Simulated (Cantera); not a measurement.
Input: 1 mol B₂O₃, a varied amount of F₂, 10 mol N₂, equilibrated at 1225 K and 17.0 Pa.

Equilibrium computed with Cantera from the NASA thermochemical tables; the gas is ideal and each condensed phase is pure. Candidate condensed phases: B, BN, B₂O₃; 31 gas species. Kinetics and transport are ignored.

Problem. Which condensed phases are stable at each of these points (n(F₂) (mol)): 0.65, 1.8, 3, 4.2, 5.4, 6.5, 7.7, 8.9, 10, 11, 12?

Solution. 
```json
[
 {"n(F₂) (mol)": "0.65", "condensed phases": "B₂O₃(l)", "B condensed (%)": "36.4"},
 {"n(F₂) (mol)": "1.8", "condensed phases": "gas only", "B condensed (%)": "0.0"},
 {"n(F₂) (mol)": "3", "condensed phases": "gas only", "B condensed (%)": "0.0"},
 {"n(F₂) (mol)": "4.2", "condensed phases": "gas only", "B condensed (%)": "0.0"},
 {"n(F₂) (mol)": "5.4", "condensed phases": "gas only", "B condensed (%)": "0.0"},
 {"n(F₂) (mol)": "6.5", "condensed phases": "gas only", "B condensed (%)": "0.0"},
 {"n(F₂) (mol)": "7.7", "condensed phases": "gas only", "B condensed (%)": "0.0"},
 {"n(F₂) (mol)": "8.9", "condensed phases": "gas only", "B condensed (%)": "0.0"},
 {"n(F₂) (mol)": "10", "condensed phases": "gas only", "B condensed (%)": "0.0"},
 {"n(F₂) (mol)": "11", "condensed phases": "gas only", "B condensed (%)": "0.0"},
 {"n(F₂) (mol)": "12", "condensed phases": "gas only", "B condensed (%)": "0.0"}
]
```

At 0.65 mol F₂ the condensed part is B₂O₃(l). From 1.8 mol F₂ to 12 mol F₂ nothing is condensed.
